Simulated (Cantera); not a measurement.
Feed: 1 mol K2SO4, 5.3 mol CO2, 0.13 mol H2O, at 24.0 Torr.

Equilibrium computed with Cantera from the NASA thermochemical tables; the gas is ideal and each condensed phase is pure. Candidate condensed phases: C, C6H6, C7H8, C8H18, H2O, H2SO4, K, KOH, KO2, K2CO3, K2O, K2O2, K2S, K2SO4, S; 130 gas species. Rates play no part.

**Question.** Which condensed phases are stable at each of these points (T (K)): 1375, 1475, 1575, 1675, 1775, 1875, 1975?

**Answer.** 
| T (K) | condensed phases | K condensed (%) |
|---|---|---|
| 1375 | K2SO4(l) | 99.1 |
| 1475 | K2SO4(l) | 96.4 |
| 1575 | K2SO4(l) | 87.5 |
| 1675 | K2SO4(l) | 62.2 |
| 1775 | gas only | 0.0 |
| 1875 | gas only | 0.0 |
| 1975 | gas only | 0.0 |

From 1375 K to 1675 K the condensed part is K2SO4(l). From 1775 K to 1975 K nothing is condensed.
